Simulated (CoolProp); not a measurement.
R114 along the isobar 4030 kPa: Z from the reference equation and from simpler models built on Tc = 420.6 K, pc = 3352 kPa, ω = 0.252; each cubic takes its own stable root.

The numbers come from the reference Helmholtz-energy equation of state, Platzer 1990 in CoolProp. This equation is an older, rougher fit; its heat capacities, sound speeds and derivatives of the liquid may be far off and weren't checked against measurements.

```tsv
T (K)	phase	reference	van der Waals	Redlich-Kwong
358.2	liquid	0.1815	0.2723	0.1994
367.1	liquid	0.1821	0.2725	0.2015
375.9	liquid	0.1835	0.2736	0.2045
384.7	liquid	0.1857	0.2757	0.2088
393.5	liquid	0.1892	0.2792	0.2148
402.3	liquid	0.1946	0.2845	0.2232
411.1	liquid	0.2034	0.2927	0.2356
419.9	liquid	0.2199	0.3055	0.2558
428.7	supercritical	0.2676	0.3281	0.2972
437.5	supercritical	0.4275	0.3795	0.4109
446.3	supercritical	0.5252	0.4804	0.5094
455.1	supercritical	0.5865	0.5505	0.5697
464	supercritical	0.6325	0.5982	0.6144
472.8	supercritical	0.6688	0.6342	0.6496
```
